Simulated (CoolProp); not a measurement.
Vapour pressure (MPa) of CHF3 (R23): the reference equation beside estimates from Tc = 26.1 °C, pc = 4.832 MPa, ω = 0.263.

The numbers come from the reference Helmholtz-energy equation of state, Penoncello 2003 in CoolProp.

```
T (°C)  reference  Lee-Kesler  Redlich-Kwong  Soave-Redlich-Kwong  Peng-Robinson
------  ---------  ----------  -------------  -------------------  -------------
-39.85     0.7105      0.7168         0.9851               0.7188         0.7104
-35.35     0.8365      0.8442          1.132               0.8478         0.8372
-30.85     0.9786      0.9876          1.292               0.9932         0.9803
-26.35      1.138       1.148          1.468                1.157          1.141
-21.85      1.316       1.327          1.660                1.339          1.321
-17.35      1.515       1.526          1.868                    ?              ?
-12.75      1.739           ?              ?                1.772          1.749
-8.25       1.983       1.995          2.340                2.020          1.995
-3.75       2.251       2.263          2.601                2.292          2.267
0.75            ?       2.557          2.880                2.591          2.565
5.25        2.869       2.880          3.179                2.917          2.891
```

Problem. Some entries are withheld; supply them.

Solution. 
- -17.35, Soave-Redlich-Kwong: 1.542
- -17.35, Peng-Robinson: 1.522
- -12.75, Lee-Kesler: 1.751
- -12.75, Redlich-Kwong: 2.098
- 0.75, reference: 2.546

Absolute difference from the reference over all 11 rows, mean and median: Lee-Kesler 0.7 and 0.7 %, Redlich-Kwong 23.9 and 23.3 %, Soave-Redlich-Kwong 1.7 and 1.7 %, Peng-Robinson 0.4 and 0.5 %.
